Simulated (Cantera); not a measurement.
Input: 1 mol MgF2, 0.53 mol HF, 100 mol H2, held at 1102 °C and 0.133 bar.

These are equilibrium values from Cantera (NASA tables, ideal gas, pure condensed phases), not measurements of a reactor. Candidate condensed phases: Mg, MgF2; 17 gas species. The numbers say what is thermodynamically allowed, not how fast it happens.

Base state: H2 0.995, HF 0.00527, MgF2 2.75e-5 (mole fractions); condensed: MgF2(s).

Question: What changes in the equilibrium state with this change: temperature from 1102 °C to 1727 °C?

Answer: 
| species | before | after |
|---|---|---|
| H2 | 0.995 | 0.963 |
| HF | 0.00527 | 0.0225 |
| Mg | 9.01e-7 | 0.00826 |
| MgH | 2.93e-9 | 4.60e-5 |
| MgF | 3.79e-7 | 0.000736 |
| H | 9.36e-6 | 0.00437 |
| MgF2 | 2.75e-5 | 0.000699 |
| MgF2(s), mol | 0.997 | 0 |
The tables' values for MgH are old estimates; treat these amounts as uncertain.
